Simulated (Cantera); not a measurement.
Feed: 1 mol CS2, 0.71 mol SO2, 1.7 mol N2, at 3350 K and 95.0 Pa.

Method: chemical equilibrium by Gibbs-energy minimisation in Cantera with the NASA 1993 tables (ideal gas, pure condensed phases). Candidate condensed phases: C, S; 35 gas species. Equilibrium is a limit: real reactors are often held back by kinetics, nucleation or transport.

Base state: S 0.463, N2 0.291, CO 0.172, O 0.0693, SO 0.00219, N 0.00184, NO 0.000596, S2 0.000507 (mole fractions); condensed: gas only.

Question: What changes in the equilibrium state with this change: pressure from 95.0 Pa to 140 bar?

Answer: 
```
species    before     after
-------  --------  --------
N2          0.291     0.400
S2       0.000507     0.266
CO          0.172     0.217
S           0.463    0.0276
SO2       1.96e-6    0.0152
CO2       3.29e-5    0.0149
O          0.0693  0.000170
SO        0.00219    0.0470
CS2         <1e-9  0.000235
S2O       3.32e-8   0.00627
COS       3.53e-7   0.00391
N         0.00184   5.63e-6
```
The ideal-gas law is rough above about 30 bar.

Question: What changes in the equilibrium state with this change: N2 from 1.7 to 41 mol?

Answer: 
```json
[
 {"species": "N2", "before": "0.291", "after": "0.905"},
 {"species": "S", "before": "0.463", "after": "0.0599"},
 {"species": "CO", "before": "0.172", "after": "0.0221"},
 {"species": "O", "before": "0.0693", "after": "0.00912"},
 {"species": "S2", "before": "0.000507", "after": "8.49e-6"},
 {"species": "CO2", "before": "3.29e-5", "after": "5.57e-7"},
 {"species": "SO", "before": "0.00219", "after": "3.72e-5"},
 {"species": "O2", "before": "4.14e-5", "after": "7.16e-7"},
 {"species": "SN", "before": "4.63e-5", "after": "1.06e-5"}
]
```
